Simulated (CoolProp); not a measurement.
A simple Rankine cycle with 1,2-dichloroethane: condensing at 328.15 K, boiler at 0.971 MPa, turbine inlet 490.6 K, turbine efficiency 0.85, pump efficiency 0.6, no recuperator. Each further row changes one setting.

Computed with CoolProp (reference Helmholtz-energy equation of state, Thol 2015).

| case | thermal efficiency (%) | net work (kJ/kg) | heat in (kJ/kg) | turbine exit temperature (K) | volume ratio over the turbine |
|---|---|---|---|---|---|
| as stated | … | 92.3 | 477 | 379.2 | 22.1 |
| condensing temperature 320.15 K | … | 100 | … | 370.2 | 29.6 |
| boiler pressure 0.68 MPa | 17.7 | … | 482 | 392.7 | 15.4 |
| turbine efficiency 0.75 | 17.0 | 81.3 | 477 | 391.3 | 22.8 |

### Question
Fill in the missing entries.

### Answer

- as stated, thermal efficiency (%): 19.3
- condensing temperature 320.15 K, thermal efficiency (%): 20.5
- condensing temperature 320.15 K, heat in (kJ/kg): 488
- boiler pressure 0.68 MPa, net work (kJ/kg): 85.2
